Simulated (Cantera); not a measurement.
Mixture: 12.8 % CH4, 18.3 % O2, 68.8 % N2, equivalence ratio 1.4, at 160000 Pa, adiabatic and at constant pressure. Ignition delay is the time to a rise of 400 K.

Detailed kinetics in Cantera: GRI-Mech 3.0 (53 species, 325 reactions).

Predict: delay at 1225 K; delay at 1375 K; delay at 1525 K; delay at 1675 K; apparent activation energy between 1600 and 1750 K.


| Quantity | Result |
|---|---|
| delay at 1225 K | 25.8 ms |
| delay at 1375 K | 3.83 ms |
| delay at 1525 K | 0.734 ms |
| delay at 1675 K | 0.189 ms |
| apparent activation energy between 1600 and 1750 K | 190 kJ/mol |
